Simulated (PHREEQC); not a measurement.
A solution holds 0.011 mol Cu(NO3)2, 0.005 mol HNO3 and 0.0025 mol FeCl3 per kg of water, at 25 °C and 50 atm. Closed to the air; pH follows from the charge balance.

All values are PHREEQC results (ion-association model, phreeqc.dat), not measurements.

```json
[
 {"quantity": "pH", "before": "2.28", "after": "3.13"},
 {"quantity": "ionic strength (mol/kgw)", "before": "0.0506", "after": "0.00479"},
 {"quantity": "Fe+3 (mol/kgw)", "before": "0.00128", "after": "2.43e-5"},
 {"quantity": "FeOH+2 (mol/kgw)", "before": "0.000853", "after": "0.000162"},
 {"quantity": "FeCl+2 (mol/kgw)", "before": "0.000124", "after": "3.86e-7"},
 {"quantity": "Fe2(OH)2+4 (mol/kgw)", "before": "9.88e-5", "after": "1.29e-6"},
 {"quantity": "SI of Goethite (FeOOH)", "before": "+4.35", "after": "+5.54"},
 {"quantity": "SI of Hematite (Fe2O3)", "before": "+10.70", "after": "+13.08"}
]
```

**Question.** Which change was made?
A. FeCl3 from 0.0025 to 0.00025 mol/kgw
B. Cu(NO3)2 left out
C. temperature from 25 to 60 °C
D. diluted 10-fold with water
E. HNO3 left out

**Answer.** D, diluted 10-fold with water

Precipitation was switched off in this run. Some of these states are supersaturated (in Hematite (slow to form), Goethite (slow to form), for instance). Under pressure, the constants of complexes without a molar volume in the database are unreliable.
